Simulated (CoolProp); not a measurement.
Vapour-liquid equilibrium of 1-butene (1) + acetone (2) at 0.308 bar; x and y are mole fractions of (1).

Values from CoolProp's multi-fluid Helmholtz-energy mixture model, Lemmon 2005 and Lemmon 2006; pair parameters Bell 2016.

```json
[
 {"x": "0.05", "bubble temperature (K)": "275.0", "y at the bubble point": "0.679", "dew temperature at overall composition x (K)": "297.0", "liquid density (mol/L)": "13.76"},
 {"x": "0.15", "bubble temperature (K)": "255.2", "y at the bubble point": "0.904", "dew temperature at overall composition x (K)": "294.6", "liquid density (mol/L)": "13.77"},
 {"x": "0.25", "bubble temperature (K)": "248.1", "y at the bubble point": "0.943", "dew temperature at overall composition x (K)": "291.8", "liquid density (mol/L)": "13.57"},
 {"x": "0.35", "bubble temperature (K)": "245.1", "y at the bubble point": "0.956", "dew temperature at overall composition x (K)": "288.8", "liquid density (mol/L)": "13.29"},
 {"x": "0.45", "bubble temperature (K)": "243.8", "y at the bubble point": "0.961", "dew temperature at overall composition x (K)": "285.4", "liquid density (mol/L)": "13.00"},
 {"x": "0.55", "bubble temperature (K)": "243.3", "y at the bubble point": "0.963", "dew temperature at overall composition x (K)": "281.4", "liquid density (mol/L)": "12.72"},
 {"x": "0.65", "bubble temperature (K)": "242.9", "y at the bubble point": "0.965", "dew temperature at overall composition x (K)": "276.6", "liquid density (mol/L)": "12.45"},
 {"x": "0.75", "bubble temperature (K)": "242.4", "y at the bubble point": "0.968", "dew temperature at overall composition x (K)": "270.5", "liquid density (mol/L)": "12.20"},
 {"x": "0.85", "bubble temperature (K)": "241.7", "y at the bubble point": "0.975", "dew temperature at overall composition x (K)": "261.9", "liquid density (mol/L)": "11.97"},
 {"x": "0.95", "bubble temperature (K)": "240.5", "y at the bubble point": "0.988", "dew temperature at overall composition x (K)": "246.5", "liquid density (mol/L)": "11.77"}
]
```

No azeotrope shows between x = 0.05 and 0.95.

Pair parameters are fitted to limited data, so mixtures are less certain than the pure fluids. With so large a gap from Raoult's law the liquid may split in two, which this calculation doesn't test in full.
